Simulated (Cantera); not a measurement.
Cantera run:

```python
import numpy as np
import cantera as ct

gas_names = """
    CL CLO CL2 H HCL HNO HNO2 HNO3 HOCL HO2 H2 H2O H2O2 Mg MgCL MgCL2 MgH MgN MgO MgOH MgO2H2 Mg2 N NH
    NH2 NH3 NH2OH NO NO2 NO3 N2 N2H2 N2H4 N2O O OH O2 O3
""".split()
cond_names = """
    H2O(s) H2O(L) Mg(cr) Mg(L) MgCL2(s) MgCL2(L) MgO(s) MgO(L) MgO2H2(s) NH4CL(a) NH4CL(b)
""".split()


# ... load() reads the species with a 1 bar reference pressure and builds the phases ...
atoms = {
    'MgO': {'Mg': 1, 'O': 1},
    'HCl': {'H': 1, 'CL': 1},
    'N2': {'N': 2},
}
top_T = {}  # K; cautious upper limits of use, not melting points


# ... equilibrate(T, P, feed) seeds the gas with the atoms and calls Mixture.equilibrate('TP', solver="vcs", rtol=1e-11, max_steps=5000) ...
results = []
T = 1450  # K
P = 23000  # Pa
for m in [6.1, 7.9, 9.6, 11, 13, 15, 17, 18, 20, 22, 24, 25]:
    feed = {'MgO': 1, 'HCl': m, 'N2': 8.7}  # mol
    mix = equilibrate(T, P, feed)
    results.append((T, P, feed, dict(zip(mix.species_names, mix.species_moles))))

top = {s: max(r[3][s] / sum(r[3][g] for g in gas_names) for r in results) for s in gas_names}
cols = sorted((s for s in top if top[s] > 1e-06), key=lambda s: -top[s])[:7]
seen = [c for c in cond_names if any(r[3].get(c, 0) > 1e-12 for r in results)]
print("log10 of partial pressures in bar; condensed amounts in mol")
print(f"{'n(HCl)':>10s}" + "".join(f"{s[:9]:>10s}" for s in cols + seen))
for T, P, feed, n in results:
    ng = sum(n[g] for g in gas_names)
    print(f"{feed['HCl']:10.4g}" + "".join(f"{np.log10(max(n[s] / ng * P / 1e5, 1e-99)):10.3f}" for s in cols)
          + "".join(f"{n.get(c, 0):10.4g}" for c in seen))
```

Output:

```
log10 of partial pressures in bar; condensed amounts in mol
    n(HCl)       HCL        N2     MgCL2       H2O        CL        H2       CL2    MgO(s)
       6.1    -1.074    -0.869    -2.283    -2.283    -4.040    -4.296    -5.311    0.6645
       7.9    -1.012    -0.919    -2.220    -2.220    -4.000    -4.251    -5.230    0.5654
       9.6    -0.970    -0.961    -2.178    -2.178    -3.972    -4.221    -5.176    0.4719
        11    -0.943    -0.993    -2.151    -2.151    -3.955    -4.202    -5.141    0.3949
        13    -0.912    -1.035    -2.120    -2.120    -3.935    -4.180    -5.102    0.2848
        15    -0.888    -1.074    -2.097    -2.097    -3.920    -4.163    -5.071    0.1748
        17    -0.869    -1.109    -2.077    -2.077    -3.908    -4.149    -5.047   0.06475
        18    -0.861    -1.125    -2.069    -2.069    -3.903    -4.143    -5.036  0.009735
        20    -0.841    -1.157    -2.096    -2.096    -3.890    -4.129    -5.011         0
        22    -0.825    -1.186    -2.126    -2.126    -3.880    -4.117    -4.990         0
        24    -0.811    -1.213    -2.153    -2.153    -3.871    -4.107    -4.972         0
        25    -0.805    -1.227    -2.166    -2.166    -3.867    -4.103    -4.964         0
```

Cantera equilibrium calculation (NASA polynomials, part measured and part estimated; ideal gas, pure solids and liquids).
